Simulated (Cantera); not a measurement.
What does this Cantera script print?

```python
import numpy as np
import cantera as ct

gas_names = """
    AL ALCL ALCL2 ALCL3 ALH ALN AL2 AL2CL6 CL CL2 H HCL H2 N NH NH2 NH3 N2 N2H2 N2H4
""".split()
cond_names = """
    AL(cr) AL(L) ALCL3(s) ALCL3(L) ALN(s) NH4CL(a) NH4CL(b)
""".split()


def load(file, names, dense=False):
    # The tables refer to 1 bar. Condensed volumes are neglected.
    table = {s.name: s for s in ct.Species.list_from_file(file)}
    out = []
    for n in names:
        d = dict(table[n].input_data)
        d["thermo"] = dict(d["thermo"], **{"reference-pressure": 1e5})
        if dense:
            d["equation-of-state"] = {"model": "constant-volume", "density": "1e6 g/cm^3"}
        out.append(ct.Species.from_dict(d))
    return out


gas = ct.Solution(thermo="ideal-gas", species=load("nasa_gas.yaml", gas_names))
cond = {s.name: ct.Solution(thermo="fixed-stoichiometry", species=[s], name=s.name)
        for s in load("nasa_condensed.yaml", cond_names, dense=True)}
atoms = {
    'Al': {'AL': 1},
    'HCl': {'H': 1, 'CL': 1},
    'N2': {'N': 2},
}
top_T = {'ALN(s)': 2750}  # K; cautious upper limits of use, not melting points


def equilibrate(T, P, feed):
    n = {}
    for name, mol in feed.items():
        for a, k in atoms[name].items():
            n[a] = n.get(a, 0.0) + k * mol
    gas.TPX = T, P, n
    mass = sum(n.values()) * gas.mean_molecular_weight
    gas.equilibrate("TP")
    valid = [c for c in cond.values() if c.min_temp <= T <= top_T.get(c.name, c.max_temp)]
    mix = ct.Mixture([(gas, mass / gas.mean_molecular_weight)] + [(c, 0.0) for c in valid])
    mix.T, mix.P = T, P
    mix.equilibrate("TP", solver="vcs", rtol=1e-11, max_steps=5000)
    return mix


results = []
feed = {'Al': 1, 'HCl': 6.9, 'N2': 1.3}  # mol
T = 600  # K
P = 6  # Pa
mix = equilibrate(T, P, feed)
results.append((T, P, feed, dict(zip(mix.species_names, mix.species_moles))))
x = sorted(zip(gas.X, gas.species_names), reverse=True)
print(f"T = {T:g} K  P = {P:g} Pa  gas = {mix.phase_moles(0):.4g} mol")
print("   x: " + "  ".join(f"{s} {v:.3e}" for v, s in x if v > 0.001))
print("   condensed (mol): " + ("  ".join(f"{mix.phase(i).name} {mix.phase_moles(i):.4g}"
      for i in range(1, mix.n_phases) if mix.phase_moles(i) > 1e-12) or "none"))
```

Output:

```
T = 600 K  P = 6 Pa  gas = 7.69 mol
   x: HCL 5.072e-01  H2 1.951e-01  N2 1.691e-01  ALCL3 1.274e-01  AL2CL6 1.343e-03
   condensed (mol): none
```

Equilibrium computed with Cantera from the NASA thermochemical tables; the gas is ideal and each condensed phase is pure.
